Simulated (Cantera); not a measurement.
**Gas activation for diamond growth**

An isothermal, constant-pressure homogeneous reactor starts with 2.30 % CH4, 82.1 % H2, 15.6 % H, at 2275 K and 20.0 Torr.

Detailed kinetics in Cantera: GRI-Mech 3.0 (53 species, 325 reactions). GRI-Mech 3.0 stops at C3 and has no aromatics, soot or wall deposition, so with more carbon than oxygen in the feed, carbon stays in small species such as C2H2 where larger ones or solid carbon would form. Radical loss at walls, strong at low pressure, is not modelled.

```csv
t (s),x CH4,x H2,x H,x C2H6,x CH2,x C2H
3.00e-5,0.00346,0.858,0.123,5.17e-7,0.000487,2.58e-5
0.000123,0.000932,0.873,0.113,3.60e-8,0.000263,5.13e-5
0.000506,0.000167,0.877,0.111,1.17e-9,6.81e-5,5.89e-5
0.00208,3.67e-5,0.878,0.110,5.66e-11,1.57e-5,6.00e-5
0.00855,9.39e-6,0.882,0.107,3.68e-12,3.81e-6,5.85e-5
0.0351,3.59e-6,0.892,0.0965,<1e-12,1.17e-6,5.27e-5
0.144,4.62e-6,0.916,0.0720,<1e-12,7.95e-7,3.88e-5
0.593,8.99e-6,0.936,0.0519,2.13e-12,7.73e-7,2.77e-5
2.43,9.48e-6,0.937,0.0507,2.32e-12,7.76e-7,2.70e-5
10.0,9.48e-6,0.937,0.0507,2.32e-12,7.76e-7,2.70e-5
```
x: mole fraction; the columns are a selection and need not sum to one.

Equilibrium at this temperature and pressure: CH4 9.55e-6, H2 0.937, H 0.0507, C2H6 2.36e-12, CH2 7.82e-7, C2H 2.70e-5 (gas phase only).
